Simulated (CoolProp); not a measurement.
Model: reference Helmholtz-energy equation of state, Span 2000, in CoolProp.

Problem. Give the vapour pressure (MPa), liquid density (kg/m³), liquid cp (kJ/(kg K)), surface tension (mN/m) of saturated nitrogen at -195.55, -186.85 °C.

Solution. 
| T (°C) | p (MPa) | liquid density (kg/m³) | liquid cp (kJ/(kg K)) | surface tension (mN/m) |
|---|---|---|---|---|
| -195.55 | 0.104 | 805 | 2.04 | 8.82 |
| -186.85 | 0.259 | 764 | 2.10 | 6.90 |

Surface tension comes from a separate correlation (Mulero 2012).
